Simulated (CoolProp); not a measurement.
A closed Brayton cycle with dry air: compressor inlet 310.15 K and 6.1 MPa, high pressure 17.9 MPa, turbine inlet 835 K, compressor efficiency 0.89, turbine efficiency 0.85, recuperator effectiveness 0.9 (on enthalpy, no pinch check). Each further row changes one setting.

Values from CoolProp's reference Helmholtz-energy equation of state, Lemmon 2000. It is a pseudo-pure fit of the blend.

```csv
case,thermal efficiency (%),net work (kJ/kg),compressor to turbine work,compressor exit (K),turbine exit (K)
as stated,30.1,68.8,0.65,437.5,658.9
turbine inlet 785 K,26.8,56.8,0.70,437.5,617.7
compressor inlet 320.15 K,28.4,64.2,0.68,451.3,658.9
high pressure 15.2 MPa,31.4,64.6,0.62,415.6,682.9
recuperator effectiveness 0.5,21.3,68.8,0.65,437.5,658.9
```
